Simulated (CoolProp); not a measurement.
Dimethyl ether along the isotherm 458.4 K: density (kg/m³) from the reference equation and from simpler models built on Tc = 400.4 K, pc = 5337 kPa, ω = 0.196; each cubic takes its own stable root.

Computed with CoolProp (reference Helmholtz-energy equation of state, Wu 2011).

| p (kPa) | phase | reference | ideal gas | van der Waals | Redlich-Kwong |
|---|---|---|---|---|---|
| 889 | gas | ? | 10.75 | 11.15 | 11.18 |
| 1780 | gas | 23.37 | 21.52 | 23.26 | 23.37 |
| 2670 | gas | 36.71 | 32.27 | 36.52 | 36.73 |
| 3560 | gas | 51.44 | 43.03 | 51.28 | 51.55 |
| 4450 | gas | 67.92 | 53.79 | 68.02 | 68.21 |
| 5340 | supercritical | 86.60 | 64.55 | 87.57 | 87.20 |
| 6230 | supercritical | 108.1 | 75.30 | 111.2 | ? |
| 7120 | supercritical | 133.0 | 86.06 | 141.2 | 135.0 |
| 8000 | supercritical | 161.6 | 96.70 | 178.1 | 164.6 |
| 8890 | supercritical | 194.4 | 107.5 | 215.3 | 197.6 |
| 9780 | supercritical | 230.0 | 118.2 | 243.1 | 230.2 |
| 10700 | supercritical | ? | ? | 263.7 | 259.9 |
| 11600 | supercritical | 298.7 | 140.2 | 278.9 | 284.3 |
| 12500 | supercritical | 325.5 | ? | 291.2 | 304.8 |
| 13300 | supercritical | 345.4 | 160.8 | 300.3 | 320.3 |

**Question.** What belongs in the gaps?

**Answer.** 
- 889, reference: 11.19
- 6230, Redlich-Kwong: 109.2
- 10700, reference: 266.6
- 10700, ideal gas: 129.3
- 12500, ideal gas: 151.1
